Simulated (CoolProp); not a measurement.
Saturation properties of sulfur dioxide (Tc = 430.6 K, pc = 7.887 MPa, ω = 0.256).

Model: reference Helmholtz-energy equation of state, Gao 2016, in CoolProp.

```json
[
 {"T (K)": "215.7", "p (MPa)": "0.006929", "liquid cp (kJ/(kg K))": "1.370", "vapour Z": "0.9959"},
 {"T (K)": "219.1", "p (MPa)": "(withheld)", "liquid cp (kJ/(kg K))": "1.368", "vapour Z": "0.9951"},
 {"T (K)": "222.6", "p (MPa)": "0.01114", "liquid cp (kJ/(kg K))": "1.365", "vapour Z": "(withheld)"},
 {"T (K)": "226", "p (MPa)": "0.01390", "liquid cp (kJ/(kg K))": "1.364", "vapour Z": "0.9932"},
 {"T (K)": "229.4", "p (MPa)": "0.01721", "liquid cp (kJ/(kg K))": "1.362", "vapour Z": "(withheld)"},
 {"T (K)": "232.9", "p (MPa)": "0.02128", "liquid cp (kJ/(kg K))": "1.361", "vapour Z": "0.9907"},
 {"T (K)": "236.3", "p (MPa)": "0.02597", "liquid cp (kJ/(kg K))": "1.360", "vapour Z": "0.9893"},
 {"T (K)": "239.7", "p (MPa)": "0.03148", "liquid cp (kJ/(kg K))": "1.359", "vapour Z": "0.9877"},
 {"T (K)": "243.2", "p (MPa)": "0.03813", "liquid cp (kJ/(kg K))": "1.358", "vapour Z": "0.9860"},
 {"T (K)": "246.6", "p (MPa)": "0.04564", "liquid cp (kJ/(kg K))": "1.358", "vapour Z": "0.9841"},
 {"T (K)": "250", "p (MPa)": "0.05432", "liquid cp (kJ/(kg K))": "1.358", "vapour Z": "0.9820"},
 {"T (K)": "253.5", "p (MPa)": "0.06462", "liquid cp (kJ/(kg K))": "1.359", "vapour Z": "0.9797"},
 {"T (K)": "256.9", "p (MPa)": "0.07607", "liquid cp (kJ/(kg K))": "1.359", "vapour Z": "0.9772"},
 {"T (K)": "260.4", "p (MPa)": "0.08953", "liquid cp (kJ/(kg K))": "1.360", "vapour Z": "0.9745"}
]
```

Q: Some entries are withheld; supply them.

A: 
- 219.1, p (MPa): 0.008794
- 222.6, vapour Z: 0.9942
- 229.4, vapour Z: 0.9921

It boils at 263.1 K under 1 atm.
